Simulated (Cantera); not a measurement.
Charge: 1 mol SiCl4, 1.3 mol HCl, 4.9 mol H2, held at 820000 Pa.

These are equilibrium values from Cantera (NASA tables, ideal gas, pure condensed phases), not measurements of a reactor. Candidate condensed phases: Si; 19 gas species. Kinetics and transport are ignored. All values below are at 648 K.

Base state: H2 0.681, HCl 0.181, SiCl4 0.139, SiHCl3 4.08e-5 (mole fractions); condensed: gas only.

### Question
What changes in the equilibrium state with this change: SiCl4 replaced by Si?

### Answer
```csv
species,before,after
H2,0.681,0.932
SiHCl3,4.08e-5,0.0391
SiCl4,0.139,0.0249
HCl,0.181,4.63e-5
SiH2Cl2,<1e-9,0.00354
SiH3Cl,<1e-9,6.58e-5
"Si(s), mol",0,0.608
```
